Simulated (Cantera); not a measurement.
Mixture: 1.94 % C3H8, 20.5 % O2, 77.5 % N2, equivalence ratio 0.47, at 140000 Pa, adiabatic and at constant pressure. Ignition delay is the time to a rise of 400 K.

Cantera simulation using GRI-Mech 3.0 (53 species, 325 reactions); the numbers are that mechanism's predictions, not measurements. GRI-Mech 3.0 was tuned for natural gas; its chemistry of propane as a main component is partial and can be far from experiment.

Predict: delay at 1123 K; delay at 1223 K; delay at 1323 K; delay at 1423 K; delay at 1523 K; delay at 1623 K; delay at 1723 K; apparent activation energy between 1523 and 1723 K.


```
Property                                                Result
--------------------------------------------------  ----------
delay at 1123 K                                        24.6 ms
delay at 1223 K                                        3.04 ms
delay at 1323 K                                       0.525 ms
delay at 1423 K                                       0.134 ms
delay at 1523 K                                        49.3 µs
delay at 1623 K                                        24.0 µs
delay at 1723 K                                        14.3 µs
apparent activation energy between 1523 and 1723 K  140 kJ/mol
```
